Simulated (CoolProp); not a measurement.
Sulfur hexafluoride at 381.22 K and 4.16 MPa is throttled through a valve to 1.76 MPa with no heat exchange. Each further row changes one setting.

Model: reference Helmholtz-energy equation of state, Guder 2009, in CoolProp.

```tsv
case	temperature change (K)	final density (kg/m³)
as stated	…	…
outlet pressure 0.528 MPa	…	26.6
outlet pressure 2.29 MPa	-10.9	…
```

Question: Fill in the missing entries.

Answer: 
- as stated, temperature change (K): -14.0
- as stated, final density (kg/m³): 93.8
- outlet pressure 0.528 MPa, temperature change (K): -21.1
- outlet pressure 2.29 MPa, final density (kg/m³): 125
